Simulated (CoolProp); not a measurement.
R125 along the isotherm 294.8 K: Z from the reference equation and from simpler models built on Tc = 339.2 K, pc = 3.618 MPa, ω = 0.305; each cubic takes its own stable root.

Values from CoolProp's reference Helmholtz-energy equation of state, Lemmon 2005.

```tsv
p (MPa)	phase	reference	Redlich-Kwong	Soave-Redlich-Kwong
2.41	liquid	0.09641	0.1164	0.1097
4.82	liquid	0.1887	0.2209	0.2113
7.24	liquid	0.2786	0.3197	0.3083
9.65	liquid	0.3660	0.4139	0.4014
12.1	liquid	0.4531	0.5067	0.4933
14.5	liquid	0.5369	0.5952	0.5812
16.9	liquid	0.6195	0.6819	0.6673
19.3	liquid	0.7011	0.7670	0.7520
21.7	liquid	0.7816	0.8507	0.8355
24.1	liquid	0.8613	0.9334	0.9179
26.5	liquid	0.9401	1.015	0.9993
28.9	liquid	1.018	1.096	1.080
31.4	liquid	1.099	1.179	1.163
33.8	liquid	1.176	1.258	1.242
36.2	liquid	1.252	1.337	1.321
```
